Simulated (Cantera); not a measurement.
Charge: 1 mol Si, 12 mol HCl, 47 mol H2, at 1223.15 K and 300 Pa.

Method: chemical equilibrium by Gibbs-energy minimisation in Cantera with the NASA 1993 tables (ideal gas, pure condensed phases). Candidate condensed phases: Si; 19 gas species. The tables' values for SiCl3 are old estimates; treat these amounts as uncertain. Kinetics and transport are ignored.

Base state: H2 0.823, HCl 0.160, SiCl2 0.0103, SiCl4 0.00388, SiCl3 0.00224, SiHCl3 0.000618, SiH2Cl2 1.31e-5 (mole fractions); condensed: gas only.

Problem. What changes in the equilibrium state with this change: temperature from 1223.15 K to 650 K?

Solution. 
```json
[
 {"species": "H2", "before": "0.823", "after": "0.845"},
 {"species": "HCl", "before": "0.160", "after": "0.138"},
 {"species": "SiCl4", "before": "0.00388", "after": "0.0172"},
 {"species": "SiCl2", "before": "0.0103", "after": "<1e-9"},
 {"species": "SiCl3", "before": "0.00224", "after": "2.83e-9"},
 {"species": "SiH2Cl2", "before": "1.31e-5", "after": "<1e-9"},
 {"species": "SiHCl3", "before": "0.000618", "after": "8.57e-6"}
]
```
